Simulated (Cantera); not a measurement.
Feed: 1 mol C2H6, 0.059 mol H2O, 0.24 mol CO2, held at 2300 K.

Cantera equilibrium calculation (NASA polynomials, part measured and part estimated; ideal gas, pure solids and liquids). Candidate condensed phases: C, C6H6, C7H8, C8H18, H2O; 110 gas species. The ideal-gas law is rough above about 30 bar. Equilibrium is a limit: real reactors are often held back by kinetics, nucleation or transport.

x: gas mole fraction; n: condensed amount in mol.

```tsv
P (Pa)	x H2	x H	x CO	x CH4	x C2H2 (acetylene)	x H2O	n C(graphite)
10	0.332	0.558	0.108	2.36e-9	0.00144	1.50e-10	1.68
160	___	___	___	___	___	___	1.68
2500	0.796	___	0.146	___	0.00344	___	1.68
40000	0.834	0.0140	0.149	5.95e-5	0.00360	2.07e-6	1.67
630000	0.842	0.00354	0.150	0.000956	0.00364	3.32e-5	1.67
10000000	0.828	0.000881	0.152	0.0147	0.00358	0.000524	1.62
```

Task: Complete the blanks.

Result: 
- 2500, x H: 0.0546
- 2500, x CH4: 3.39e-6
- 2500, x H2O: 1.21e-7
- 160, x H2: 0.665
- 160, x H: 0.197
- 160, x CO: 0.135
- 160, x CH4: 1.51e-7
- 160, x C2H2 (acetylene): 0.00287
- 160, x H2O: 6.00e-9
